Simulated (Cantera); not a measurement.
**Low-pressure radical oxidation in H2/O2**

An isothermal, constant-pressure homogeneous reactor starts with H2 : O2 : N2 = 0.018 : 1 : 0.74 (molar parts), equivalence ratio 0.0090, at 1325 K and 0.0320 bar.

Model: GRI-Mech 3.0 (53 species, 325 reactions), integrated in Cantera. Radical loss at walls, strong at low pressure, is not modelled.

```json
[
 {"t (s)": "0.000900", "x H2": "0.0102", "x O2": "0.569", "x H2O": "4.16e-6", "x NO": "<1e-12", "x HO2": "1.11e-7", "x H": "5.99e-7"},
 {"t (s)": "0.00303", "x H2": "0.000398", "x O2": "0.560", "x H2O": "0.00867", "x NO": "2.95e-9", "x HO2": "1.63e-6", "x H": "0.000750"},
 {"t (s)": "0.0102", "x H2": "6.27e-5", "x O2": "0.560", "x H2O": "0.00943", "x NO": "2.43e-8", "x HO2": "1.21e-6", "x H": "0.000459"},
 {"t (s)": "0.0343", "x H2": "4.30e-5", "x O2": "0.562", "x H2O": "0.00966", "x NO": "6.89e-8", "x HO2": "1.02e-6", "x H": "0.000256"},
 {"t (s)": "0.116", "x H2": "1.68e-5", "x O2": "0.565", "x H2O": "0.00996", "x NO": "1.16e-7", "x HO2": "6.23e-7", "x H": "6.06e-5"},
 {"t (s)": "0.389", "x H2": "3.24e-6", "x O2": "0.566", "x H2O": "0.0102", "x NO": "1.43e-7", "x HO2": "2.23e-7", "x H": "5.09e-6"},
 {"t (s)": "1.31", "x H2": "4.48e-7", "x O2": "0.567", "x H2O": "0.0102", "x NO": "1.56e-7", "x HO2": "5.10e-8", "x H": "2.62e-7"},
 {"t (s)": "4.41", "x H2": "6.90e-8", "x O2": "0.567", "x H2O": "0.0103", "x NO": "1.61e-7", "x HO2": "1.43e-8", "x H": "1.60e-8"},
 {"t (s)": "14.9", "x H2": "1.61e-8", "x O2": "0.567", "x H2O": "0.0103", "x NO": "1.64e-7", "x HO2": "1.21e-8", "x H": "1.82e-9"},
 {"t (s)": "50.0", "x H2": "1.04e-8", "x O2": "0.567", "x H2O": "0.0103", "x NO": "1.65e-7", "x HO2": "1.35e-8", "x H": "9.41e-10"}
]
```
x: mole fraction; the columns are a selection and need not sum to one.

Equilibrium at this temperature and pressure: H2 1.03e-8, O2 0.566, H2O 0.0103, NO 0.000562, HO2 1.35e-8, H 9.35e-10 (gas phase only).
